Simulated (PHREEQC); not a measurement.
City or well water

Model water analysis in mg/L, 20 °C, pH 7.22, pe 1.1: Na 25.4; K 15.9; Ca 91.5; Mg 2.3; Cl 90.6; S(6) as SO4 30.9; Alkalinity as HCO3 194; F 0.867; Br 0.384; B 1.55.

Cl is adjusted to close the charge balance.
Valence states are taken as typed.

Equilibrium calculation in PHREEQC: ion-association model, phreeqc.dat.

Precipitation was switched off in this run.

Problem. Estimate the specific conductance.

Solution. specific conductance 584 µS/cm.

Problem. In which forms is S present?

Solution. SO4-2 84 %, CaSO4 15 %, MgSO4 0.7 % of the S.

Complexes and solids missing from the database can't appear. Real BF4- forms and hydrolyses slowly; the run takes it at equilibrium.
